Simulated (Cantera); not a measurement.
A Cantera script and its output.

```python
import numpy as np
import cantera as ct

gas = ct.Solution("gri30.yaml")
gas.TPX = 1798, 500000, {'CO': 1, 'H2': 0.17, 'CH4': 0.54, 'O2': 4.76, 'N2': 17.9}
reactor = ct.IdealGasReactor(gas, energy="on", clone=False)
net = ct.ReactorNet([reactor])
net.rtol, net.atol = 1e-08, 1e-16
show = ['CO', 'H2', 'CH4', 'C2H', 'H']
times = np.geomspace(6e-06, 2, 14)

steps = ct.SolutionArray(gas, extra=["t"])
rows = []
print(f"{'t/s':>10s}{'T/K':>9s}{'P/Pa':>11s}" + "".join(f"{s:>11s}" for s in show))
for t in times:
    while net.time < t:
        t_next = net.step()
        steps.append(gas.state, t=t_next)
    rows.append([np.interp(t, steps.t, y) for y in (steps.T, steps.P, *steps(*show).X.T)])
    print(f"{t:10.3e}{rows[-1][0]:9.1f}{rows[-1][1]:11.4g}" + "".join(f"{x:11.3e}" for x in rows[-1][2:]))
rate = np.gradient(steps.T, steps.t)
print("integrator steps:", len(steps.t))
if steps.T.max() > steps.T[0] + 200:
    print(f"time of steepest temperature rise: {steps.t[rate.argmax()]:.4e} s")
gas.TPX = 1798, 500000, {'CO': 1, 'H2': 0.17, 'CH4': 0.54, 'O2': 4.76, 'N2': 17.9}
gas.equilibrate("UV")
print(f"equilibrium (UV): T = {gas.T:.1f} K  " + "  ".join(f"{s} {gas[s].X[0]:.3e}" for s in show))
```

Output:

```
       t/s      T/K       P/Pa         CO         H2        CH4        C2H          H
 6.000e-06   1798.9  5.003e+05  4.099e-02  6.891e-03  2.163e-02  3.044e-13  1.076e-05
 1.596e-05   2261.5  6.342e+05  3.648e-02  1.965e-03  4.599e-12  2.333e-14  3.643e-03
 4.244e-05   2659.8  7.286e+05  6.809e-03  7.624e-04  2.613e-18  1.416e-22  6.412e-04
 1.129e-04   2679.1  7.329e+05  5.477e-03  6.532e-04  2.151e-18  8.515e-23  4.998e-04
 3.003e-04   2673.2  7.311e+05  5.374e-03  6.426e-04  2.040e-18  7.546e-23  4.850e-04
 7.986e-04   2661.4  7.277e+05  5.175e-03  6.221e-04  1.833e-18  5.922e-23  4.568e-04
 2.124e-03   2647.0  7.235e+05  4.940e-03  5.977e-04  1.603e-18  4.382e-23  4.244e-04
 5.649e-03   2640.9  7.217e+05  4.842e-03  5.875e-04  1.512e-18  3.848e-23  4.112e-04
 1.503e-02   2640.6  7.216e+05  4.838e-03  5.870e-04  1.508e-18  3.823e-23  4.105e-04
 3.997e-02   2640.6  7.216e+05  4.837e-03  5.870e-04  1.508e-18  3.823e-23  4.105e-04
 1.063e-01   2640.6  7.216e+05  4.837e-03  5.870e-04  1.508e-18  3.823e-23  4.105e-04
 2.827e-01   2640.6  7.216e+05  4.837e-03  5.870e-04  1.508e-18  3.823e-23  4.105e-04
 7.520e-01   2640.6  7.216e+05  4.837e-03  5.870e-04  1.508e-18  3.823e-23  4.105e-04
 2.000e+00   2640.6  7.216e+05  4.837e-03  5.870e-04  1.508e-18  3.823e-23  4.105e-04
integrator steps: 1539
time of steepest temperature rise: 1.3245e-05 s
equilibrium (UV): T = 2640.6 K  CO 4.837e-03  H2 5.870e-04  CH4 2.246e-18  C2H 4.127e-23  H 4.105e-04
```

Model: GRI-Mech 3.0 (53 species, 325 reactions), integrated in Cantera.
